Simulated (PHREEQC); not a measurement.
0.48 g of hydrous ferric oxide (600 m²/g; 0.2 weak and 0.005 strong sites per Fe, Dzombak-Morel constants, diffuse double layer) in 1 kg of water with 0.05 mol/kgw of an inert sodium salt and 0.00053 mol/kgw MgCl2, at 25 °C; the pH is set by adding NaOH or the inert anion's acid. Oxygen alone is held at its pressure in air (log pO2 = -0.68). The system is closed to CO2. No solid was allowed to form.

All values are PHREEQC results (ion-association model, wateq4f.dat), not measurements.

Problem. Predict Mg sorbed (%), surface charge σ (C/m²), surface potential ψ (mV) at pH = 4.75, 8.12.

Solution. 
```csv
pH,Mg sorbed (%),surface charge σ (C/m²),surface potential ψ (mV)
4.75,0.0,0.211,142
8.12,34.4,0.009,17
```

Species that the database lacks are ignored.
